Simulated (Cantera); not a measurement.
# Transport properties of process gases

Gas mixture: 58.4 % C2H2, 12.3 % C2H4, 29.2 % C2H6, at 0.450 bar, frozen composition.

Cantera's kinetic-theory transport with the Lennard-Jones parameters of GRI-Mech 3.0, ideal gas; thermal conductivity in the multicomponent form. The composition is frozen, though it would react at the higher temperatures.

```
T (K)  ρ (kg/m³)  cp (J/kg/K)  μ (µPa s)  λ (mW/m/K)     Pr  D (cm²/s) OH  D (cm²/s) NO  D (cm²/s) NH3
-----  ---------  -----------  ---------  ----------  -----  ------------  ------------  -------------
400        0.372         1999       13.2        35.3  0.745         0.911         0.598          0.628
550        0.270         2393       17.2        55.0  0.749          1.59          1.05           1.16
700        0.212         2705       20.8        75.0  0.750          2.40          1.59           1.81
850        0.175         2952       24.0        94.6  0.750          3.34          2.21           2.58
1000       0.149         3173       27.0         114  0.750          4.39          2.91           3.45
1150       0.129         3352       29.8         133  0.750          5.55          3.68           4.41
1300       0.114         3502       32.4         152  0.749          6.82          4.52           5.46
1450       0.103         3628       34.9         169  0.749          8.18          5.43           6.59
```
D: mixture-averaged diffusion coefficient of that species in the mixture.
